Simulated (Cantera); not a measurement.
A perfectly stirred reactor is fed with 15.8 % CO, 25.3 % H2, 12.4 % O2, 46.6 % N2, equivalence ratio 1.7, at 1.00 atm; it is adiabatic with a 300 K inlet, and is followed from long to short residence time, starting on the burning branch (τ in s: 0.021, 0.013, 0.0079, 0.0049, 0.003, 0.0019, 0.0012, 0.00072, 0.00045, 0.00028, 0.00017, 0.00011, 6.6e-05).

Detailed kinetics in Cantera: GRI-Mech 3.0 (53 species, 325 reactions).

Predict: blow-out, bracketed by the residence times tried; x(CO) at τ = 21.0 ms; x(H2) at τ = 21.0 ms; x(O2) at τ = 21.0 ms; x(H2O) at τ = 21.0 ms; x(N2O) at τ = 21.0 ms; x(CO) at τ = 1.20 ms; x(H2) at τ = 1.20 ms; x(O2) at τ = 1.20 ms; x(H2O) at τ = 1.20 ms; x(N2O) at τ = 1.20 ms.


| Quantity | Value |
|---|---|
| blow-out, bracketed by the residence times tried | burning at 66.0 µs, the shortest tried |
| x(CO) at τ = 21.0 ms | 0.113 |
| x(H2) at τ = 21.0 ms | 0.0701 |
| x(O2) at τ = 21.0 ms | 0.000267 |
| x(H2O) at τ = 21.0 ms | 0.212 |
| x(N2O) at τ = 21.0 ms | 6.74e-9 |
| x(CO) at τ = 1.20 ms | 0.110 |
| x(H2) at τ = 1.20 ms | 0.0699 |
| x(O2) at τ = 1.20 ms | 0.00224 |
| x(H2O) at τ = 1.20 ms | 0.199 |
| x(N2O) at τ = 1.20 ms | 1.38e-8 |
